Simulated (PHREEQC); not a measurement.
Synthetic water in mmol/kgw, 45 °C, pH 6.4:

| constituent | mmol/kgw |
|---|---|
| Na | 96.9 |
| K | 20.7 |
| Ca | 7.67 |
| Mg | 37.2 |
| Cl | 205 |
| S(6) | 3.38 |
| Alkalinity (meq/kgw) | 0.0214 |
| Li | 2.97 |

Valence states are taken as typed.

The numbers come from PHREEQC with the Pitzer model, pitzer.dat.

| quantity | before | after |
|---|---|---|
| HCO3- (mol/kgw) | 2.15e-5 | 2.23e-5 |
| CO2 (mol/kgw) | 1.10e-5 | 2.27e-5 |
| MgOH+ (mol/kgw) | 2.37e-7 | 1.19e-7 |
| HSO4- (mol/kgw) | 4.73e-8 | 9.43e-8 |
| MgCO3 (mol/kgw) | 2.85e-8 | 1.48e-8 |
| CO3-2 (mol/kgw) | 1.57e-8 | 8.17e-9 |
| SI of Gypsum (CaSO4:2H2O) | -1.35 | -1.35 |

What was changed between the two runs?
A. Cl from 205 to 615 mmol/kgw
B. temperature from 45 to 10 °C at the same typed pH
C. pH from 6.4 to 6.1 at the same alkalinity

C, pH from 6.4 to 6.1 at the same alkalinity

No solid was allowed to form. Away from 25 °C the constants follow the database's enthalpies or fits; those with neither stay at their 25 °C values.
